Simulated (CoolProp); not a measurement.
A closed Brayton cycle with nitrogen: compressor inlet 320.15 K and 5.5 MPa, high pressure 16 MPa, turbine inlet 730 K, compressor efficiency 0.89, turbine efficiency 0.85, recuperator effectiveness 0.95 (on enthalpy, no pinch check). Each further row changes one setting.

Computed with CoolProp (reference Helmholtz-energy equation of state, Span 2000).

| case | thermal efficiency (%) | net work (kJ/kg) | compressor to turbine work | compressor exit (K) | turbine exit (K) |
|---|---|---|---|---|---|
| as stated | 21.0 | 39.6 | 0.78 | 450.4 | 572.3 |
| turbine inlet 680 K | 15.6 | 27.2 | 0.84 | 450.4 | 531.7 |
| compressor inlet 330.15 K | 18.7 | 35.0 | 0.80 | 464.3 | 572.3 |
| high pressure 13.6 MPa | 23.8 | 39.8 | 0.74 | 428.0 | 593.8 |
| recuperator effectiveness 0.5 | 16.0 | 39.6 | 0.78 | 450.4 | 572.3 |
